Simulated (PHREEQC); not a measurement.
1 kg of water holding 0.0091 mol/kgw Na2SO4, 0.038 mol/kgw KCl, 0.1 mol/kgw NaCl, 0.12 mol/kgw NaHCO3 and 0.21 mol/kgw Na2CO3 is evaporated at 20 °C; the solids stay in contact with the brine. The system is closed to CO2. Solids allowed: Arcanite, Burkeite, Glaserite, Halite, Kalicinite, Mirabilite, Misenite, Nahcolite, Natron, Sylvite, Thenardite, Trona. Others were left out.

The numbers come from PHREEQC with the Pitzer model, pitzer.dat.

```tsv
water left (kg)	ionic strength	water activity	Trona (mol)
1	0.915	0.983	0
0.6755	1.35	0.976	0
0.4563	2.01	0.965	0
0.3082	[?]	0.950	0
0.2082	4.40	0.926	0
0.1407	6.43	0.890	0
0.1154	7.46	0.870	0.00515
0.07509	7.76	0.849	0.0832
0.04871	9.57	0.789	[?]
0.03135	13.1	[?]	0.119
0.01976	16.2	0.647	0.120
```

Problem. Fill in the missing entries.

Solution. 
- 0.3082, ionic strength: 2.97
- 0.04871, Trona (mol): 0.112
- 0.03135, water activity: 0.682

Complexes and solids missing from the database can't appear.
